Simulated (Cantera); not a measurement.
Equilibrium for silicon carbide growth: CH₃SiCl₃ + C₂H₄ + H₂ + HCl

Feed: 1 mol CH₃SiCl₃, 0.26 mol C₂H₄, 320 mol H₂, 0.19 mol HCl, held at 1273.15 K and 0.133 bar.

Equilibrium computed with Cantera from the NASA thermochemical tables; the gas is ideal and each condensed phase is pure. Candidate condensed phases: C, C₆H₆, C₇H₈, C₈H₁₈, Si, SiC; 109 gas species. The feed counts by its element totals alone. Equilibrium is a limit: real reactors are often held back by kinetics, nucleation or transport.

```
Item                                  Value
--------------------------------  ---------
x(H₂)                                 0.989
x(HCl)                              0.00986
x(CH₄)                              0.00122
x(H)                                1.95e-6
n(C(graphite))                    0.124 mol
n(SiC(s))                         1.000 mol
gas amount                        323.3 mol
log10 activity of Si(s) (absent)      -2.59
```
